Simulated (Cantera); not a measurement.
Input: 1 mol SiC, 0.83 mol C, 0.059 mol H2, equilibrated at 13.0 mbar.

These are equilibrium values from Cantera (NASA tables, ideal gas, pure condensed phases), not measurements of a reactor. Candidate condensed phases: C, C6H6, C7H8, C8H18, Si, SiC; 87 gas species. Equilibrium is a limit: real reactors are often held back by kinetics, nucleation or transport.

At 3000 K, list the 5 most abundant gas species with their mole fractions, and the condensed phases.

Si 0.461, SiC2 0.389, H 0.0935, C3 0.0240, Si2C 0.0167. Condensed: C(graphite).
